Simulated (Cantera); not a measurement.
## Aluminium nitride and oxide growth: Al + NH3 + H2

Charge: 1 mol Al, 200 mol NH3, 1.3 mol H2, equilibrated at 0.00660 bar.

These are equilibrium values from Cantera (NASA tables, ideal gas, pure condensed phases), not measurements of a reactor. Candidate condensed phases: Al, AlN; 13 gas species. Rates play no part.

| T (°C) | x H2 | x N2 | x H | x Al | x AlH | n AlN(s) |
|---|---|---|---|---|---|---|
| 527 | 0.752 | 0.248 | 3.09e-11 | <1e-12 | <1e-12 | 1.00 |
| 627 | 0.752 | 0.248 | 1.25e-9 | <1e-12 | <1e-12 | 1.00 |
| 727 | 0.752 | 0.248 | 2.42e-8 | <1e-12 | <1e-12 | 1.00 |
| 827 | 0.752 | 0.248 | 2.76e-7 | <1e-12 | <1e-12 | 1.00 |
| 927 | 0.752 | 0.248 | 2.11e-6 | <1e-12 | <1e-12 | 1.00 |
| 1027 | 0.752 | 0.248 | 1.18e-5 | 8.81e-11 | 1.84e-11 | 1.00 |
| 1127 | 0.752 | 0.248 | 5.19e-5 | 6.01e-9 | 7.75e-10 | 1.000 |
| 1227 | 0.752 | 0.248 | 0.000188 | 2.31e-7 | 1.97e-8 | 1.000 |
| 1327 | 0.751 | 0.248 | 0.000580 | 5.62e-6 | 3.31e-7 | 0.998 |
| 1427 | 0.750 | 0.248 | 0.00157 | 9.32e-5 | 3.98e-6 | 0.961 |
| 1527 | 0.747 | 0.248 | 0.00381 | 0.00113 | 3.60e-5 | 0.533 |
| 1627 | 0.742 | 0.248 | 0.00841 | 0.00242 | 5.95e-5 | 0 |
| 1727 | 0.734 | 0.246 | 0.0171 | 0.00242 | 4.70e-5 | 0 |
| 1827 | 0.720 | 0.245 | 0.0326 | 0.00241 | 3.77e-5 | 0 |
x: gas mole fraction; n: condensed amount in mol.

From 527 °C to 1527 °C the condensed part is AlN(s). From 1627 °C to 1827 °C nothing is condensed.
